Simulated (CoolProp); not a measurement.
Saturation properties of hydrogen chloride.

Values from CoolProp's reference Helmholtz-energy equation of state, Thol 2018.

```
T (K)  p (kPa)  vapour density (kg/m³)  liquid cp (kJ/(kg K))
-----  -------  ----------------------  ---------------------
195.1    147.8                   3.455                  1.664
204.3    233.8                   5.294                  1.675
213.5    354.3                   7.812                  1.690
222.7    517.5                   11.17                  1.711
231.9    732.2                   15.56                  1.739
241.1     1008                   21.20                  1.777
250.3     1354                   28.39                  1.825
259.6     1786                   37.61                  1.891
268.8     2307                   49.19                  1.979
278       2933                   63.95                  2.104
287.2     3676                   83.09                  2.292
296.4     4553                   108.6                  2.605
305.6     5582                   144.6                  3.229
```

It boils at 188.2 K under 1 atm.
